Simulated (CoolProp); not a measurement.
Saturation properties of octamethylcyclotetrasiloxane (D4).

Model: reference Helmholtz-energy equation of state, Thol 2015, in CoolProp.

| T (K) | p (MPa) | enthalpy of vaporisation (kJ/kg) | liquid cp (kJ/(kg K)) | surface tension (mN/m) |
|---|---|---|---|---|
| 338.1 | 0.001683 | 171.0 | 1.742 | 15.1 |
| 347.7 | 0.002762 | 167.6 | 1.762 | 14.4 |
| 357.3 | 0.004376 | 164.2 | 1.782 | 13.7 |
| 366.9 | 0.006717 | 160.8 | 1.802 | 13.0 |
| 376.5 | 0.01002 | 157.5 | 1.823 | 12.3 |
| 386.2 | 0.01461 | 154.1 | 1.845 | 11.6 |
| 395.8 | 0.02072 | 150.7 | 1.867 | 10.9 |
| 405.4 | 0.02875 | 147.2 | 1.890 | 10.3 |
| 415 | 0.03911 | 143.7 | 1.912 | 9.63 |
| 424.6 | 0.05225 | 140.2 | 1.936 | 8.98 |
| 434.2 | 0.06866 | 136.6 | 1.959 | 8.34 |

It boils at 448.9 K under 1 atm.

Surface tension comes from a separate correlation (Mulero 2014), older than this fluid's equation and unchecked against measurements.
